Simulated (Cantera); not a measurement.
Mixture: CH₄ : O₂ : N₂ = 1 : 2.86 : 10.7 (molar parts), at 8.59 atm, adiabatic and at constant pressure. Ignition delay is the time to a rise of 400 K.

Computed with Cantera and GRI-Mech 3.0 (53 species, 325 reactions).

Problem. Predict: delay at 1100 K; delay at 1150 K; delay at 1200 K; delay at 1250 K; delay at 1300 K; delay at 1350 K; delay at 1400 K; apparent activation energy between 1300 and 1400 K.

Solution. 
| Item | Value |
|---|---|
| delay at 1100 K | 17.7 ms |
| delay at 1150 K | 8.87 ms |
| delay at 1200 K | 4.66 ms |
| delay at 1250 K | 2.54 ms |
| delay at 1300 K | 1.43 ms |
| delay at 1350 K | 0.823 ms |
| delay at 1400 K | 0.487 ms |
| apparent activation energy between 1300 and 1400 K | 160 kJ/mol |
